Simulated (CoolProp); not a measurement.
Vapour-liquid equilibrium of R22 (1) + R115 (2) at -25.85 °C; x and y are mole fractions of (1).

Model: multi-fluid Helmholtz-energy mixture model, Kamei 1995 and Lemmon 2016; pair parameters Bell 2016, in CoolProp.

```json
[
 {"x": "0.05", "bubble pressure (MPa)": "0.1934", "y at the bubble point": "0.120", "dew pressure at overall composition x (MPa)": "0.1840", "liquid density (mol/L)": "9.875"},
 {"x": "0.15", "bubble pressure (MPa)": "0.2124", "y at the bubble point": "0.258", "dew pressure at overall composition x (MPa)": "0.1976", "liquid density (mol/L)": "10.25"},
 {"x": "0.25", "bubble pressure (MPa)": "0.2221", "y at the bubble point": "0.342", "dew pressure at overall composition x (MPa)": "0.2113", "liquid density (mol/L)": "10.67"},
 {"x": "0.35", "bubble pressure (MPa)": "0.2271", "y at the bubble point": "0.405", "dew pressure at overall composition x (MPa)": "0.2229", "liquid density (mol/L)": "11.15"},
 {"x": "0.45", "bubble pressure (MPa)": "0.2291", "y at the bubble point": "0.463", "dew pressure at overall composition x (MPa)": "0.2288", "liquid density (mol/L)": "11.68"},
 {"x": "0.55", "bubble pressure (MPa)": "0.2287", "y at the bubble point": "0.525", "dew pressure at overall composition x (MPa)": "0.2279", "liquid density (mol/L)": "12.27"},
 {"x": "0.65", "bubble pressure (MPa)": "0.2258", "y at the bubble point": "0.596", "dew pressure at overall composition x (MPa)": "0.2225", "liquid density (mol/L)": "12.92"},
 {"x": "0.75", "bubble pressure (MPa)": "0.2201", "y at the bubble point": "0.683", "dew pressure at overall composition x (MPa)": "0.2149", "liquid density (mol/L)": "13.64"},
 {"x": "0.85", "bubble pressure (MPa)": "0.2117", "y at the bubble point": "0.790", "dew pressure at overall composition x (MPa)": "0.2068", "liquid density (mol/L)": "14.43"},
 {"x": "0.95", "bubble pressure (MPa)": "0.2008", "y at the bubble point": "0.923", "dew pressure at overall composition x (MPa)": "0.1986", "liquid density (mol/L)": "15.31"}
]
```

y crosses x between x = 0.45 and 0.55: the model has an azeotrope there.

The pair parameters rest on a limited set of measurements; away from them the model extrapolates.
